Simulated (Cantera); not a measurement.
Input: 1 mol Si, a varied amount of HCl, at 0.0188 Torr.

Points: T (K) = 1023, 1048, 1073, 1098, 1123, 1148, 1173, 1198, 1223, 1248; n(HCl) (mol) = 1.7, 1.9, 2.3, 2.7, 3.1, 3.6, 4.3, 5, 5.9, 6.9, 8, 9.4, 11.

Cantera's Mixture.equilibrate('TP', solver="vcs", rtol=1e-11, max_steps=5000) on the NASA tables stopped like this:

```
ERROR: FAILURE its = 5001!

*******************************************************************************
CanteraError thrown by MultiPhase::equilibrate:
VCS solver failed. Return code: -1
*******************************************************************************
```

Q: What got this run through?

A: This is not unique; one that fits is The failure is numerical, not chemical. The same input converged with solver="gibbs", rtol=1e-10, max_steps=50000, and the result passed a check of the equilibrium conditions:
```
   1023        1.7  Si(cr)
   1023        1.9  Si(cr)
   1023        2.3  Si(cr)
   1023        2.7  Si(cr)
   1023        3.1  Si(cr)
   1023        3.6  Si(cr)
   1023        4.3  gas only
   1023          5  gas only
   1023        5.9  gas only
   1023        6.9  gas only
   1023          8  gas only
   1023        9.4  gas only
   1023         11  gas only
   1048        1.7  Si(cr)
   1048        1.9  Si(cr)
   1048        2.3  Si(cr)
   1048        2.7  Si(cr)
   1048        3.1  Si(cr)
   1048        3.6  Si(cr)
   1048        4.3  gas only
   1048          5  gas only
   1048        5.9  gas only
   1048        6.9  gas only
   1048          8  gas only
   1048        9.4  gas only
   1048         11  gas only
   1073        1.7  Si(cr)
   1073        1.9  Si(cr)
   1073        2.3  Si(cr)
   1073        2.7  Si(cr)
   1073        3.1  Si(cr)
   1073        3.6  gas only
   1073        4.3  gas only
   1073          5  gas only
   1073        5.9  gas only
   1073        6.9  gas only
   1073          8  gas only
   1073        9.4  gas only
   1073         11  gas only
   1098        1.7  Si(cr)
   1098        1.9  Si(cr)
   1098        2.3  Si(cr)
   1098        2.7  Si(cr)
   1098        3.1  Si(cr)
   1098        3.6  gas only
   1098        4.3  gas only
   1098          5  gas only
   1098        5.9  gas only
   1098        6.9  gas only
   1098          8  gas only
   1098        9.4  gas only
   1098         11  gas only
   1123        1.7  Si(cr)
   1123        1.9  Si(cr)
   1123        2.3  Si(cr)
   1123        2.7  Si(cr)
   1123        3.1  gas only
   1123        3.6  gas only
   1123        4.3  gas only
   1123          5  gas only
   1123        5.9  gas only
   1123        6.9  gas only
   1123          8  gas only
   1123        9.4  gas only
   1123         11  gas only
   1148        1.7  Si(cr)
   1148        1.9  Si(cr)
   1148        2.3  Si(cr)
   1148        2.7  Si(cr)
   1148        3.1  gas only
   1148        3.6  gas only
   1148        4.3  gas only
   1148          5  gas only
   1148        5.9  gas only
   1148        6.9  gas only
   1148          8  gas only
   1148        9.4  gas only
   1148         11  gas only
   1173        1.7  Si(cr)
   1173        1.9  Si(cr)
   1173        2.3  Si(cr)
   1173        2.7  Si(cr)
   1173        3.1  gas only
   1173        3.6  gas only
   1173        4.3  gas only
   1173          5  gas only
   1173        5.9  gas only
   1173        6.9  gas only
   1173          8  gas only
   1173        9.4  gas only
   1173         11  gas only
   1198        1.7  Si(cr)
   1198        1.9  Si(cr)
   1198        2.3  Si(cr)
   1198        2.7  Si(cr)
   1198        3.1  gas only
   1198        3.6  gas only
   1198        4.3  gas only
   1198          5  gas only
   1198        5.9  gas only
   1198        6.9  gas only
   1198          8  gas only
   1198        9.4  gas only
   1198         11  gas only
   1223        1.7  Si(cr)
   1223        1.9  Si(cr)
   1223        2.3  Si(cr)
   1223        2.7  Si(cr)
   1223        3.1  gas only
   1223        3.6  gas only
   1223        4.3  gas only
   1223          5  gas only
   1223        5.9  gas only
   1223        6.9  gas only
   1223          8  gas only
   1223        9.4  gas only
   1223         11  gas only
   1248        1.7  Si(cr)
   1248        1.9  Si(cr)
   1248        2.3  Si(cr)
   1248        2.7  gas only
   1248        3.1  gas only
   1248        3.6  gas only
   1248        4.3  gas only
   1248          5  gas only
   1248        5.9  gas only
   1248        6.9  gas only
   1248          8  gas only
   1248        9.4  gas only
   1248         11  gas only
```

The gas is ideal and each condensed phase is pure. The tables' values for SiCl3 are old estimates.
